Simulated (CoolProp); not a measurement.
Saturation properties of dimethyl carbonate.

Values from CoolProp's reference Helmholtz-energy equation of state, Zhou 2011.

| T (K) | p (kPa) | vapour density (kg/m³) | enthalpy of vaporisation (kJ/kg) | surface tension (mN/m) |
|---|---|---|---|---|
| 401.4 | 298.6 | 8.606 | 347.6 | 14.0 |
| 408.5 | 355.8 | 10.17 | 342.0 | 13.1 |
| 415.6 | 421.1 | 11.95 | 336.2 | 12.3 |
| 422.7 | 495.2 | 13.98 | 330.3 | 11.4 |
| 429.9 | 580.1 | 16.30 | 324.0 | 10.6 |
| 437 | 674.3 | 18.88 | 317.6 | 9.77 |
| 444.1 | 779.7 | 21.80 | 311.0 | 8.97 |
| 451.2 | 897.1 | [?] | 304.1 | 8.20 |
| 458.4 | 1029 | 28.83 | [?] | 7.43 |
| 465.5 | 1174 | 33.00 | 289.3 | [?] |
| 472.6 | 1333 | 37.69 | 281.3 | 5.99 |
| 479.7 | 1509 | 43.00 | 272.9 | 5.30 |

**Question.** Complete the blanks.

**Answer.** 
- 451.2, vapour density (kg/m³): 25.08
- 458.4, enthalpy of vaporisation (kJ/kg): 296.8
- 465.5, surface tension (mN/m): 6.70

It boils at 363.3 K under 1 atm.

Surface tension comes from a separate correlation (Mulero 2014).
